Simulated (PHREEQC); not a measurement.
Buffer: speciation

A solution holds 46 mmol/kgw HF and 7 mmol/kgw Na2B4O7, at 45 °C. Closed to the air; pH follows from the charge balance.

All values are PHREEQC results (ion-association model, phreeqc.dat), not measurements.

Each row changes one thing in this solution. Precipitation was switched off in this run.

| case | pH | ionic strength (mol/kgw) | F- (mol/kgw) | HF (mol/kgw) | HF2- (mol/kgw) |
|---|---|---|---|---|---|
| as made | 3.34 | 0.0145 | 0.00261 | 0.00229 | 2.56e-5 |
| HF from 0.046 to 0.0414 mol/kgw | 3.54 | 0.0143 | 0.00348 | ? | 2.83e-5 |
| 0.045 mol/kgw H3PO4 added | 1.94 | 0.0270 | 0.000247 | 0.00517 | 5.47e-6 |
| temperature from 45 to 70 °C | 3.34 | 0.0145 | 0.00272 | 0.00388 | 4.61e-5 |
| temperature from 45 to 30 °C | 3.35 | 0.0145 | 0.00259 | 0.00167 | 1.72e-5 |
| Na2B4O7 left out | 2.33 | 0.00502 | 0.00428 | ? | 0.000737 |
| 0.0021 mol/kgw KH2PO4 added | 3.36 | 0.0166 | 0.00271 | 0.00225 | 2.62e-5 |

### Question
Some entries are withheld; supply them.

### Answer

- HF from 0.046 to 0.0414 mol/kgw, HF (mol/kgw): 0.00190
- Na2B4O7 left out, HF (mol/kgw): 0.0402

At this temperature some constants are extrapolated from 25 °C, and those without enthalpy data are left unchanged. Real BF4- forms and hydrolyses slowly; the run takes it at equilibrium.
